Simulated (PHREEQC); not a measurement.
Leach liquor

Consider water at 90 °C with 1.9 mmol/kgw HCl, 4 mmol/kgw CuSO4 and 3.7 mmol/kgw Na2SO4. Closed to the air; pH follows from the charge balance.

The numbers come from PHREEQC with the ion-association model, phreeqc.dat.

Each row changes one thing in this solution. No solid was allowed to form.

| case | pH | ionic strength (mol/kgw) | SO4-2 (mol/kgw) | Cl- (mol/kgw) | HSO4- (mol/kgw) |
|---|---|---|---|---|---|
| as made | 3.18 | 0.0214 | 0.00522 | 0.00180 | 0.00114 |
| CuSO4 left out | 3.05 | 0.0110 | 0.00271 | 0.00190 | ___ |
| Na2SO4 left out | ___ | 0.0128 | 0.00238 | ___ | 0.000829 |
| diluted 2-fold with water | 3.36 | 0.0115 | 0.00286 | 0.000919 | 0.000463 |
| temperature from 90 to 50 °C | 2.97 | 0.0226 | 0.00570 | 0.00187 | 0.000688 |
| 0.00035 mol/kgw HF added | 3.16 | 0.0215 | 0.00518 | 0.00180 | 0.00119 |
| temperature from 90 to 5 °C | 2.87 | 0.0238 | 0.00617 | 0.00190 | 0.000361 |

Problem. Fill in the missing entries.

Solution. 
- CuSO4 left out, HSO4- (mol/kgw): 0.000904
- Na2SO4 left out, pH: 3.02
- Na2SO4 left out, Cl- (mol/kgw): 0.00178

Species that the database lacks are ignored. Away from 25 °C the constants follow the database's enthalpies or fits; those with neither stay at their 25 °C values.
